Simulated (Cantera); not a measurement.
**SiO2 + HF + O2 (oxide etching and cleaning by halides)**

Feed: 1 mol SiO2, 12 mol HF, 3.5 mol O2, at 0.0210 Torr.

Equilibrium computed with Cantera from the NASA thermochemical tables; the gas is ideal and each condensed phase is pure. Candidate condensed phases: H2O, Si, SiO2; 38 gas species. The tables' values for SiO2, SiF3 are old estimates; treat these amounts as uncertain. The tables hold silica as quartz up to 1696 K and as liquid above; real silica turns to tridymite and cristobalite and melts near 1996 K. Equilibrium is a limit: real reactors are often held back by kinetics, nucleation or transport.

```csv
T (K),x HF,x O2,x H2O,x SiF4,x O,x OH,x F,n SiO2(β-quartz),n SiO2(condensed)
698,0.552,0.241,0.138,0.0690,<1e-12,4.15e-10,<1e-12,0,0
848,0.649,0.235,0.0774,0.0387,6.24e-11,4.31e-8,4.43e-12,0.423,0
998,0.709,0.230,0.0405,0.0202,1.34e-8,9.89e-7,9.51e-10,0.693,0
1148,0.735,0.229,0.0241,0.0120,7.17e-7,9.85e-6,5.03e-8,0.816,0
1298,0.749,0.228,0.0159,0.00795,1.54e-5,5.73e-5,1.07e-6,0.878,0
1448,0.756,0.227,0.0113,0.00571,0.000176,0.000231,1.21e-5,0.912,0
1598,0.759,0.226,0.00846,0.00440,0.00127,0.000709,8.72e-5,0.932,0
1748,0.758,0.222,0.00643,0.00365,0.00653,0.00176,0.000454,0,0.936
```
x: gas mole fraction; n: condensed amount in mol.

At 698 K nothing is condensed. From 848 K to 1598 K the condensed part is SiO2(β-quartz). At 1748 K the condensed part is SiO2(condensed). The main Si-bearing gas is SiF4 throughout. The share of Si in condensed phases is highest at 1748 K (93.6 %) and lowest at 698 K (0.0 %).
